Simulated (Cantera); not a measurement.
Hydrogen reduction and annealing atmospheres: V2O5 + H2

A closed system holds: 1 mol V2O5, a varied amount of H2, at 1450 °C and 0.133 bar.

Cantera equilibrium calculation (NASA polynomials, part measured and part estimated; ideal gas, pure solids and liquids). Candidate condensed phases: H2O, V, VO, V2O3, V2O4, V2O5; 12 gas species. Mutual solubility and eutectic melting of coexisting phases are not modelled. VO: taken at fixed stoichiometry. Condensed phases not in the tables: the oxides between V2O3 and V2O5 other than VO2. Kinetics and transport are ignored.

From 95 mol H2 to 180 mol H2 the condensed part is V2O3(s). From 210 mol H2 to 270 mol H2 the condensed part is VO(s) + V2O3(s). From 310 mol H2 to 460 mol H2 the condensed part is VO(s). The main V-bearing gas is VO2 throughout.

```tsv
n(H2) (mol)	log p H2	log p H2O	log p H	log p VO2	log p OH	n V2O3(s)	n VO(s)
95	-0.88	-2.55	-4.18	-6.90	-7.11	1.000	0
110	-0.88	-2.62	-4.18	-6.93	-7.17	1.000	0
120	-0.88	-2.65	-4.18	-6.95	-7.21	1.000	0
140	-0.88	-2.72	-4.18	-6.98	-7.28	1.000	0
160	-0.88	-2.78	-4.18	-7.01	-7.34	1.000	0
180	-0.88	-2.83	-4.18	-7.04	-7.39	1.000	0
210	-0.88	-2.85	-4.18	-7.05	-7.41	0.771	0.458
240	-0.88	-2.85	-4.18	-7.05	-7.41	0.453	1.09
270	-0.88	-2.85	-4.18	-7.05	-7.41	0.134	1.73
310	-0.88	-2.89	-4.18	-7.09	-7.45	0	2.00
360	-0.88	-2.95	-4.18	-7.16	-7.52	0	2.00
410	-0.88	-3.01	-4.18	-7.21	-7.57	0	2.00
460	-0.88	-3.06	-4.18	-7.26	-7.62	0	2.00
```
log p: log10 of the partial pressure in bar; n: condensed amount in mol.
